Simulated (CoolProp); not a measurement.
Saturation properties of carbon dioxide.

Model: reference Helmholtz-energy equation of state, Span 1996, in CoolProp.

```json
[
 {"T (°C)": "-50.85", "p (kPa)": "659.1", "liquid density (kg/m³)": "1158", "vapour density (kg/m³)": "17.34", "liquid viscosity (µPa s)": "230"},
 {"T (°C)": "-48.05", "p (kPa)": "___", "liquid density (kg/m³)": "1147", "vapour density (kg/m³)": "___", "liquid viscosity (µPa s)": "220"},
 {"T (°C)": "-45.25", "p (kPa)": "823.8", "liquid density (kg/m³)": "1137", "vapour density (kg/m³)": "21.51", "liquid viscosity (µPa s)": "210"},
 {"T (°C)": "-42.45", "p (kPa)": "916.9", "liquid density (kg/m³)": "1126", "vapour density (kg/m³)": "23.88", "liquid viscosity (µPa s)": "201"},
 {"T (°C)": "-39.65", "p (kPa)": "1018", "liquid density (kg/m³)": "1115", "vapour density (kg/m³)": "26.45", "liquid viscosity (µPa s)": "192"},
 {"T (°C)": "-36.85", "p (kPa)": "1126", "liquid density (kg/m³)": "1104", "vapour density (kg/m³)": "29.24", "liquid viscosity (µPa s)": "183"},
 {"T (°C)": "-34.05", "p (kPa)": "1243", "liquid density (kg/m³)": "1093", "vapour density (kg/m³)": "32.27", "liquid viscosity (µPa s)": "175"},
 {"T (°C)": "-31.25", "p (kPa)": "1369", "liquid density (kg/m³)": "1081", "vapour density (kg/m³)": "___", "liquid viscosity (µPa s)": "167"},
 {"T (°C)": "-28.45", "p (kPa)": "1504", "liquid density (kg/m³)": "1069", "vapour density (kg/m³)": "39.10", "liquid viscosity (µPa s)": "160"},
 {"T (°C)": "-25.65", "p (kPa)": "1648", "liquid density (kg/m³)": "1057", "vapour density (kg/m³)": "42.94", "liquid viscosity (µPa s)": "153"}
]
```

Task: What belongs in the gaps?

Result: 
- -48.05, p (kPa): 738.0
- -48.05, vapour density (kg/m³): 19.34
- -31.25, vapour density (kg/m³): 35.55

Viscosity comes from a separate model (Laesecke 2017).
